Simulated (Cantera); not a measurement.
An isothermal, constant-pressure homogeneous reactor starts with 12.2 % NO, 87.8 % N2, at 1650 K and 1.90 bar.

Detailed kinetics in Cantera: GRI-Mech 3.0 (53 species, 325 reactions).

Predict: x(NO) at 40.0 s; x(N2O) at 40.0 s; x(NO2) at 40.0 s; x(O) at 40.0 s; x(O2) at 40.0 s.


| Property | Value |
|---|---|
| x(NO) at 40.0 s | 0.0578 (gas-phase equilibrium 0.00140) |
| x(N2O) at 40.0 s | 1.40e-6 (gas-phase equilibrium 1.24e-7) |
| x(NO2) at 40.0 s | 0.000110 (gas-phase equilibrium 3.65e-6) |
| x(O) at 40.0 s | 3.41e-6 (gas-phase equilibrium 4.64e-6) |
| x(O2) at 40.0 s | 0.0320 (gas-phase equilibrium 0.0603) |
